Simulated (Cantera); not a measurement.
A closed system holds: 1 mol AlCl₃, 3.9 mol HCl, 120 mol N₂, a varied amount of N₂O, held at 1900 K and 2700 Pa.

Cantera equilibrium calculation (NASA polynomials, part measured and part estimated; ideal gas, pure solids and liquids). Candidate condensed phases: Al, AlCl₃, AlN, Al₂O₃, H₂O, NH₄Cl; 45 gas species. The numbers say what is thermodynamically allowed, not how fast it happens.

x: gas mole fraction; n: condensed amount in mol.

| n(N₂O) (mol) | x N₂ | x O₂ | x HCl | x Cl | x NO | x H₂O | x O | n Al₂O₃(s) |
|---|---|---|---|---|---|---|---|---|
| 1.5 | 0.946 | 1.35e-5 | 0.0301 | 0.0231 | 5.04e-5 | 0.000104 | 6.67e-6 | 0.491 |
| 2 | 0.944 | 0.00124 | 0.0285 | 0.0248 | 0.000482 | 0.000781 | 6.39e-5 | 0.499 |
| 2.7 | 0.941 | 0.00351 | 0.0274 | 0.0254 | 0.000810 | 0.00116 | 0.000108 | 0.500 |
| 3.7 | 0.938 | 0.00689 | 0.0264 | 0.0257 | 0.00113 | 0.00147 | 0.000151 | 0.500 |
| 4.9 | 0.934 | 0.0110 | 0.0255 | 0.0259 | 0.00143 | 0.00170 | 0.000190 | 0.500 |
| 6.6 | 0.929 | 0.0167 | 0.0245 | 0.0260 | 0.00175 | 0.00193 | 0.000234 | 0.500 |
| 8.8 | 0.922 | 0.0238 | 0.0234 | 0.0259 | 0.00209 | 0.00212 | 0.000280 | 0.500 |
| 12 | 0.913 | … | 0.0221 | 0.0255 | … | 0.00230 | … | 0.500 |
| 16 | 0.903 | 0.0452 | 0.0207 | 0.0250 | 0.00285 | 0.00244 | 0.000386 | 0.500 |
| 21 | 0.891 | … | 0.0192 | 0.0243 | … | 0.00254 | … | 0.500 |
| 29 | 0.875 | 0.0773 | 0.0173 | 0.0231 | 0.00367 | 0.00261 | 0.000505 | 0.500 |

Question: What belongs in the gaps?

Answer: 
- 21, x O₂: 0.0585
- 21, x NO: 0.00322
- 21, x O: 0.000439
- 12, x O₂: 0.0337
- 12, x NO: 0.00247
- 12, x O: 0.000333
